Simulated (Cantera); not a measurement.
Input: 1 mol NH₃, 0.0038 mol SO₂, a varied amount of N₂, held at 1050 K and 1 atm.

Cantera equilibrium calculation (NASA polynomials, part measured and part estimated; ideal gas, pure solids and liquids). Candidate condensed phases: H₂O, H₂SO₄, S; 35 gas species. Kinetics and transport are ignored.

### Question
At 28 mol N₂, list the 4 most abundant gas species with their mole fractions, and the condensed phases.

### Answer
N₂ 0.950, H₂ 0.0496, H₂O 0.000253, H₂S 0.000127. Condensed: gas only.
